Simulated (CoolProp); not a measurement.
Vapour pressure (kPa) of R11: the reference equation beside estimates from Tc = 198.0 °C, pc = 4408 kPa, ω = 0.189.

Values from CoolProp's reference Helmholtz-energy equation of state, Jacobsen 1992.

```csv
T (°C),reference,Lee-Kesler,Peng-Robinson
63.65,345.7,346.2,344.4
74.85,461.3,462.5,459.3
86.05,603.7,605.6,601.0
97.25,776.4,778.8,773.4
108.45,983.3,985.7,980.3
119.75,1230,1232,1228
130.95,1518,1519,1517
142.15,1851,1851,1853
153.35,2236,2235,2241
164.55,2676,2675,2687
```

Absolute difference from the reference over all 10 rows, mean and median: Lee-Kesler 0.2 and 0.2 %, Peng-Robinson 0.3 and 0.3 %.
